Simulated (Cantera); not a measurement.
A perfectly stirred reactor is fed with CH₄ : C₂H₆ : C₃H₈ : O₂ : N₂ = 1 : 1.2 : 0.53 : 11.8 : 44.4 (molar parts), at 0.602 atm; it is adiabatic with a 625 K inlet, and is followed from long to short residence time, starting on the burning branch (τ in s: 0.31, 0.12, 0.049, 0.019, 0.0077, 0.0031, 0.0012, 0.00048, 0.00019, 7.6e-05, 3e-05, 1.2e-05, 4.8e-06).

Cantera simulation using GRI-Mech 3.0 (53 species, 325 reactions); the numbers are that mechanism's predictions, not measurements. GRI-Mech 3.0 was tuned for natural gas; its chemistry of propane as a main component is partial and can be far from experiment.

Problem. What does this change do: pressure from 0.602 atm to 13.8 atm?

Solution. 
| quantity | before | after |
|---|---|---|
| blow-out, bracketed by the residence times tried | burning at 0.190 ms, out at 76.0 µs | burning at 30.0 µs, out at 12.0 µs |
| x(CH₄) at τ = 0.310 s | 3.53e-7 | 4.64e-8 |
| x(C₂H₆) at τ = 0.310 s | 5.29e-8 | 6.42e-9 |
| x(C₃H₈) at τ = 0.310 s | 2.59e-8 | 3.03e-9 |
| x(CO₂) at τ = 0.310 s | 0.0802 | 0.0824 |
| x(CH₂O) at τ = 0.310 s | 1.69e-7 | 1.63e-8 |
| x(CH₄) at τ = 1.20 ms | 2.43e-5 | 7.72e-6 |
| x(C₂H₆) at τ = 1.20 ms | 6.96e-6 | 1.35e-6 |
| x(C₃H₈) at τ = 1.20 ms | 2.69e-6 | 6.40e-7 |
| x(CO₂) at τ = 1.20 ms | 0.0654 | 0.0811 |
| x(CH₂O) at τ = 1.20 ms | 1.34e-5 | 3.07e-6 |
The pressure lies above the range GRI-Mech 3.0 was tuned for (to about 10 atm).
